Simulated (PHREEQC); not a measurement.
Solution (25 °C): 0.0021 mol/kgw HF, 0.0023 mol/kgw (NH4)2SiF6, 0.052 mol/kgw H3BO3 and 0.003 mol/kgw HCl. Closed to the air; pH follows from the charge balance.

Model: ion-association model, wateq4f.dat, run in PHREEQC.

Precipitation was switched off in this run.

**Question.** What pH, ionic strength does the model give?

**Answer.** pH 2.57; ionic strength 0.00784 mol/kgw.

**Question.** In which forms is B present?

**Answer.** H3BO3 93 %, BF4- 4.4 %, BF2(OH)2- 1.3 %, BF3OH- 1.2 % of the B.

The solution is supersaturated, for example in Quartz (slow to form), Chalcedony (slow to form), so a real one may precipitate; this is no full list. SiF6-2 is the database's only silicon fluoride. Real BF4- forms and hydrolyses slowly; the run takes it at equilibrium.
